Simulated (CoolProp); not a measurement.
Vapour-liquid equilibrium of ethane (1) + propane (2) at 221.6 K; x and y are mole fractions of (1).

Model: multi-fluid Helmholtz-energy mixture model, Bücker 2006 and Lemmon 2009; pair parameters Kunz 2012, in CoolProp.

```csv
x,"bubble pressure, mixture model (MPa)","bubble pressure, Raoult's law (MPa)","y, mixture model","y, Raoult's law"
0.05,0.08643,0.08831,0.273,0.295
0.125,0.1175,0.1225,0.500,0.532
0.2,0.1485,0.1568,0.633,0.666
0.275,0.1799,0.1910,0.722,0.751
0.35,0.2118,0.2252,0.785,0.811
0.425,0.2444,0.2594,0.833,0.855
0.5,0.2778,0.2936,0.871,0.888
0.575,0.3122,0.3279,0.901,0.915
0.65,0.3475,0.3621,0.926,0.937
0.725,0.3837,0.3963,0.947,0.955
0.8,0.4207,0.4305,0.965,0.970
0.875,0.4583,0.4647,0.980,0.982
0.95,0.4963,0.4990,0.992,0.993
```

The largest gap from Raoult's law is -6.0 % in bubble pressure, at x = 0.35. No azeotrope shows between x = 0.05 and 0.95.

The pair parameters rest on a limited set of measurements; away from them the model extrapolates.
